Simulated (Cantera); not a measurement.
Charge: 1 mol B₂H₆, 1.4 mol N₂, at 1300 K and 0.380 bar.

Cantera equilibrium calculation (NASA polynomials, part measured and part estimated; ideal gas, pure solids and liquids). Candidate condensed phases: B, BN; 15 gas species. The feed counts by its element totals alone. N₂ is the only nitrogen source here; it is nearly inert below about 1500 K, so the nitride shown seldom forms there in practice. Equilibrium is a limit: real reactors are often held back by kinetics, nucleation or transport.

Base state: H₂ 0.882, N₂ 0.118, NH₃ 1.34e-5 (mole fractions); condensed: BN(s).

Problem. What changes in the equilibrium state with this change: B₂H₆ replaced by BCl₃?

Solution. 
```csv
species,before,after
N₂,0.118,0.583
BCl₃,0,0.417
Cl,0,2.79e-5
H₂,0.882,0
NH₃,1.34e-5,0
"BN(s), mol",2.00,0
```
